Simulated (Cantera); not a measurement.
What does this Cantera script print?

```python
import numpy as np
import cantera as ct

gas_names = """
    Cr CrN H H2 N NH NH2 NH3 N2 N2H2 N2H4
""".split()
cond_names = """
    Cr(cr) Cr(L) CrN(s) Cr2N(s)
""".split()


# ... load() reads the species with a 1 bar reference pressure and builds the phases ...
atoms = {
    'Cr': {'Cr': 1},
    'NH3': {'N': 1, 'H': 3},
}
top_T = {'CrN(s)': 1900, 'Cr2N(s)': 1900}  # K; cautious upper limits of use, not melting points


# ... equilibrate(T, P, feed) seeds the gas with the atoms and calls Mixture.equilibrate('TP', solver="vcs", rtol=1e-11, max_steps=5000) ...
results = []
feed = {'Cr': 1, 'NH3': 0.72}  # mol
T = 1273.15  # K
for P in [0.1, 1.5, 22, 320, 4600, 68000, 1000000]:
    mix = equilibrate(T, P, feed)
    results.append((T, P, feed, dict(zip(mix.species_names, mix.species_moles))))

top = {s: max(r[3][s] / sum(r[3][g] for g in gas_names) for r in results) for s in gas_names}
cols = sorted((s for s in top if top[s] > 1e-06), key=lambda s: -top[s])[:8]
seen = [c for c in cond_names if any(r[3].get(c, 0) > 1e-12 for r in results)]
print("log10 of partial pressures in bar; condensed amounts in mol")
print(f"{'P/Pa':>10s}" + "".join(f"{s[:9]:>10s}" for s in cols + seen))
for T, P, feed, n in results:
    ng = sum(n[g] for g in gas_names)
    print(f"{P:10.4g}" + "".join(f"{np.log10(max(n[s] / ng * P / 1e5, 1e-99)):10.3f}" for s in cols)
          + "".join(f"{n.get(c, 0):10.4g}" for c in seen))
```

Result:

```
log10 of partial pressures in bar; condensed amounts in mol
      P/Pa        H2        N2        Cr         H       NH3    Cr(cr)    CrN(s)   Cr2N(s)
       0.1    -6.126    -6.603    -8.652    -9.209   -16.350    0.9968         0         0
       1.5    -4.949    -5.426    -8.652    -8.620   -13.995    0.9998         0         0
        22    -3.783    -4.260    -8.652    -8.037   -11.662         1         0         0
       320    -2.620    -3.097    -8.652    -7.456    -9.337         1         0         0
      4600    -1.379    -2.371    -8.744    -6.835    -7.114         0         0       0.5
   6.8e+04    -0.210    -1.202    -9.036    -6.251    -4.774         0         0       0.5
     1e+06     0.988    -0.554    -9.198    -5.652    -2.655         0    0.3155    0.3422
```

Equilibrium computed with Cantera from the NASA thermochemical tables; the gas is ideal and each condensed phase is pure. Mutual solubility and eutectic melting of coexisting phases are not modelled.
